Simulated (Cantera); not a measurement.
A Cantera script and what it prints.

```python
import numpy as np
import cantera as ct

gas_names = """
    C CN CO CO2 C2 CCN CNC C2N2 C2O C3 C3O2 C4 C4N2 C5 N NCO NO NO2 NO3 N2 N2O O O2 O3 Si SiC SiC2 SiN
    SiO SiO2 Si2 Si2C Si2N Si3
""".split()
cond_names = """
    C(gr) Si(cr) Si(L) SiC(b) SiO2(Lqz) SiO2(hqz) SiO2(L) Si2N2O(s) Si3N4(a)
""".split()


# ... load() reads the species with a 1 bar reference pressure and builds the phases ...
atoms = {
    'SiC': {'Si': 1, 'C': 1},
    'N2O': {'N': 2, 'O': 1},
    'N2': {'N': 2},
}
top_T = {'C(gr)': 4500, 'SiC(b)': 3050, 'Si2N2O(s)': 2100, 'Si3N4(a)': 2400}  # K; cautious upper limits of use, not melting points


# ... equilibrate(T, P, feed) seeds the gas with the atoms and calls Mixture.equilibrate('TP', solver="vcs", rtol=1e-11, max_steps=5000) ...
results = []
feed = {'SiC': 1, 'N2O': 0.077, 'N2': 120}  # mol
P = 1600  # Pa
for T in [1348, 1398, 1448, 1498, 1548, 1598, 1648, 1698, 1748, 1798, 1848, 1898, 1948, 1998]:
    mix = equilibrate(T, P, feed)
    results.append((T, P, feed, dict(zip(mix.species_names, mix.species_moles))))
    x = sorted(zip(gas.X, gas.species_names), reverse=True)
    print(f"T = {T:g} K  P = {P:g} Pa  gas = {mix.phase_moles(0):.4g} mol")
    print("   x: " + "  ".join(f"{s} {v:.3e}" for v, s in x if v > 0.001))
    print("   condensed (mol): " + ("  ".join(f"{mix.phase(i).name} {mix.phase_moles(i):.4g}"
          for i in range(1, mix.n_phases) if mix.phase_moles(i) > 1e-12) or "none"))
```

Result:

```
T = 1348 K  P = 1600 Pa  gas = 119.4 mol
   x: N2 9.999e-01
   condensed (mol): C(gr) 0.9913  Si2N2O(s) 0.06833  Si3N4(a) 0.2878
T = 1398 K  P = 1600 Pa  gas = 120.1 mol
   x: N2 9.998e-01
   condensed (mol): C(gr) 0.07502  SiC(b) 0.8987  Si2N2O(s) 0.05065
T = 1448 K  P = 1600 Pa  gas = 120.1 mol
   x: N2 9.996e-01
   condensed (mol): SiC(b) 0.9487  Si2N2O(s) 0.02554
T = 1498 K  P = 1600 Pa  gas = 120.1 mol
   x: N2 9.995e-01
   condensed (mol): SiC(b) 0.9416  Si2N2O(s) 0.0177  Si3N4(a) 0.007384
T = 1548 K  P = 1600 Pa  gas = 120.1 mol
   x: N2 9.994e-01
   condensed (mol): SiC(b) 0.9263  Si3N4(a) 0.02346
T = 1598 K  P = 1600 Pa  gas = 120.1 mol
   x: N2 9.994e-01
   condensed (mol): SiC(b) 0.9316  Si3N4(a) 0.01993
T = 1648 K  P = 1600 Pa  gas = 120.1 mol
   x: N2 9.994e-01
   condensed (mol): SiC(b) 0.942  Si3N4(a) 0.01292
T = 1698 K  P = 1600 Pa  gas = 120.2 mol
   x: N2 9.993e-01
   condensed (mol): SiC(b) 0.9574  Si3N4(a) 0.002355
T = 1748 K  P = 1600 Pa  gas = 120.2 mol
   x: N2 9.993e-01
   condensed (mol): SiC(b) 0.9599
T = 1798 K  P = 1600 Pa  gas = 120.2 mol
   x: N2 9.993e-01
   condensed (mol): SiC(b) 0.9576
T = 1848 K  P = 1600 Pa  gas = 120.2 mol
   x: N2 9.992e-01
   condensed (mol): SiC(b) 0.9533
T = 1898 K  P = 1600 Pa  gas = 120.2 mol
   x: N2 9.991e-01
   condensed (mol): SiC(b) 0.9463
T = 1948 K  P = 1600 Pa  gas = 120.2 mol
   x: N2 9.990e-01
   condensed (mol): SiC(b) 0.9371
T = 1998 K  P = 1600 Pa  gas = 120.2 mol
   x: N2 9.988e-01
   condensed (mol): SiC(b) 0.928
```

Method: chemical equilibrium by Gibbs-energy minimisation in Cantera with the NASA 1993 tables (ideal gas, pure condensed phases). Mutual solubility and eutectic melting of coexisting phases are not modelled. The tables' values for SiN are old estimates; treat these amounts as uncertain.
